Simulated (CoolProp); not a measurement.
Fluorine along the isobar 1.85 MPa: density (kg/m³) from the reference equation and from simpler models built on Tc = -128.7 °C, pc = 5.240 MPa, ω = 0.045; each cubic takes its own stable root.

Computed with CoolProp (reference Helmholtz-energy equation of state, de Reuck 1990).

```json
[
 {"T (°C)": "-147.05", "phase": "gas", "reference": "85.36"},
 {"T (°C)": "-133.65", "phase": "gas", "reference": "70.98"},
 {"T (°C)": "-120.25", "phase": "gas", "reference": "61.82"},
 {"T (°C)": "-106.85", "phase": "gas", "reference": "55.20"},
 {"T (°C)": "-93.55", "phase": "gas", "reference": "50.11"},
 {"T (°C)": "-80.15", "phase": "gas", "reference": "45.97"},
 {"T (°C)": "-66.75", "phase": "gas", "reference": "42.54"},
 {"T (°C)": "-53.35", "phase": "gas", "reference": "39.64"},
 {"T (°C)": "-40.05", "phase": "gas", "reference": "37.15"},
 {"T (°C)": "-26.65", "phase": "gas", "reference": "34.96"},
 {"T (°C)": "-13.25", "phase": "gas", "reference": "33.03"},
 {"T (°C)": "0.15", "phase": "gas", "reference": "31.31"},
 {"T (°C)": "13.45", "phase": "gas", "reference": "29.78"},
 {"T (°C)": "26.85", "phase": "gas", "reference": "28.39"}
]
```

Question: How far does each simpler model (Redlich-Kwong, Soave-Redlich-Kwong) lie from the reference over these 14 states: mean and median of the absolute difference, and the worst?

Answer: 
- Redlich-Kwong: mean 0.3 %, median 0.3 %, worst -0.5 % at -147.05 °C and 1.85 MPa
- Soave-Redlich-Kwong: mean 0.2 %, median 0.2 %, worst -0.4 % at -147.05 °C and 1.85 MPa
